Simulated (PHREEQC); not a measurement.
Dissolve 0.015 mol NaOH, 0.0056 mol CO2 and 0.225 mol (CH3)4NCl per kg of water at 35 °C. Closed to the air; pH follows from the charge balance.

Model: ion-association model, phreeqc.dat, run in PHREEQC.

```yaml
pH: 11.13
ionic_strength: 0.244 mol/kgw
activity_of_water: 0.992
total_alkalinity: 15.0 meq/kg
```

```
species   molality  activity   log γ
--------  --------  --------  ------
Cl-          0.225     0.157  -0.157
(CH3)4N+     0.225     0.157  -0.155
Na+         0.0144    0.0106  -0.134
CO3-2      0.00476   0.00136  -0.546
OH-        0.00405   0.00278  -0.163
NaCO3-    0.000592  0.000435  -0.134
HCO3-     0.000247  0.000181  -0.136
NaHCO3     9.63e-7   1.02e-6   0.024
CO2        2.63e-9   2.78e-9   0.024
```

Precipitation was switched off in this run. (CH3)4N+ isn't in the database: it is added as a free cation with an ion size of 4 Å.
